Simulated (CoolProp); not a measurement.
Vapour pressure (bar) of n-butane: the reference equation beside estimates from Tc = 152.0 °C, pc = 37.96 bar, ω = 0.201. Clausius-Clapeyron is anchored at 76.35 °C with a constant enthalpy of vaporisation of 17.35 kJ/mol.

Model: reference Helmholtz-energy equation of state, Bücker 2006, in CoolProp.

```json
[
 {"T (°C)": "58.45", "reference": "6.144", "Lee-Kesler": "6.184", "Clausius-Clapeyron": "6.766", "van der Waals": "12.93"},
 {"T (°C)": "60.95", "reference": "6.532", "Lee-Kesler": "6.575", "Clausius-Clapeyron": "7.092", "van der Waals": "13.40"},
 {"T (°C)": "63.55", "reference": "6.955", "Lee-Kesler": "7.001", "Clausius-Clapeyron": "7.442", "van der Waals": "13.89"},
 {"T (°C)": "66.05", "reference": "7.380", "Lee-Kesler": "7.429", "Clausius-Clapeyron": "7.790", "van der Waals": "14.37"},
 {"T (°C)": "68.65", "reference": "7.842", "Lee-Kesler": "7.895", "Clausius-Clapeyron": "8.163", "van der Waals": "14.89"},
 {"T (°C)": "71.15", "reference": "8.307", "Lee-Kesler": "8.362", "Clausius-Clapeyron": "8.533", "van der Waals": "15.40"},
 {"T (°C)": "73.75", "reference": "8.811", "Lee-Kesler": "8.869", "Clausius-Clapeyron": "8.929", "van der Waals": "15.94"},
 {"T (°C)": "76.35", "reference": "9.338", "Lee-Kesler": "9.398", "Clausius-Clapeyron": "9.338", "van der Waals": "?"},
 {"T (°C)": "78.85", "reference": "9.866", "Lee-Kesler": "9.929", "Clausius-Clapeyron": "9.742", "van der Waals": "17.03"},
 {"T (°C)": "81.45", "reference": "10.44", "Lee-Kesler": "?", "Clausius-Clapeyron": "10.18", "van der Waals": "17.60"},
 {"T (°C)": "83.95", "reference": "11.01", "Lee-Kesler": "11.08", "Clausius-Clapeyron": "10.60", "van der Waals": "18.17"},
 {"T (°C)": "86.55", "reference": "?", "Lee-Kesler": "11.70", "Clausius-Clapeyron": "11.06", "van der Waals": "18.76"},
 {"T (°C)": "89.05", "reference": "12.25", "Lee-Kesler": "12.32", "Clausius-Clapeyron": "11.51", "van der Waals": "?"},
 {"T (°C)": "91.65", "reference": "12.92", "Lee-Kesler": "12.99", "Clausius-Clapeyron": "11.99", "van der Waals": "19.97"},
 {"T (°C)": "94.25", "reference": "13.62", "Lee-Kesler": "13.69", "Clausius-Clapeyron": "12.49", "van der Waals": "20.60"}
]
```

Task: Fill in the missing entries.

Result: 
- 76.35, van der Waals: 16.49
- 81.45, Lee-Kesler: 10.50
- 86.55, reference: 11.63
- 89.05, van der Waals: 19.35

Absolute difference from the reference over all 15 rows, mean and median: Lee-Kesler 0.6 and 0.6 %, Clausius-Clapeyron 4.9 and 4.9 %, van der Waals 78.3 and 76.6 %.
